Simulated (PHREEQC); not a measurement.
Ca(OH)2 is added in steps, without added water, to 1 kg of water holding 0.002 mol/kgw Na2SeO4, 0.051 mol/kgw NH3 and 0.0055 mol/kgw FeCl3, at 20 °C. O2 is buffered at 0.21 atm. CO2 from the air is kept out. Solids allowed: Portlandite, Hematite, Halite. Others were left out.

Base run: PHREEQC, ion-association model, wateq4f.dat. Each further column changes one thing. The table gives Ca+2 (mol/kgw).

| Ca(OH)2 added (mol) | base | NH3 from 0.051 to 0.0102 mol/kgw | 0.00059 mol/kgw NH4Br added | Na2SeO4 left out | no solid may form |
|---|---|---|---|---|---|
| 0 | 0 | 0 | 0 | 0 | 0 |
| 0.01406 | 0.0126 | 0.0126 | 0.0126 | 0.0125 | 0.0132 |
| 0.02344 | 0.0185 | 0.0185 | 0.0186 | 0.0184 | 0.0193 |
| 0.0375 | 0.0221 | 0.0221 | 0.0223 | 0.0219 | 0.0269 |
| 0.05156 | 0.0221 | 0.0221 | 0.0223 | 0.0219 | 0.0334 |
| 0.06094 | 0.0221 | 0.0221 | 0.0223 | 0.0219 | 0.0374 |
| 0.075 | 0.0221 | 0.0221 | 0.0223 | 0.0219 | 0.0428 |
| 0.08906 | 0.0221 | 0.0221 | 0.0223 | 0.0219 | 0.0478 |
| 0.09844 | 0.0221 | 0.0221 | 0.0223 | 0.0219 | 0.0509 |
| 0.1125 | 0.0221 | 0.0221 | 0.0223 | 0.0219 | 0.0552 |
| 0.1266 | 0.0221 | 0.0221 | 0.0223 | 0.0219 | 0.0593 |
| 0.1359 | 0.0221 | 0.0221 | 0.0223 | 0.0219 | 0.0619 |
| 0.15 | 0.0221 | 0.0221 | 0.0223 | 0.0219 | 0.0656 |

 In at least one series the solution becomes supersaturated in solids that the run did not let form, among them Portlandite, Hematite. Solids allowed in the column 'Na2SeO4 left out': Portlandite, Hematite.
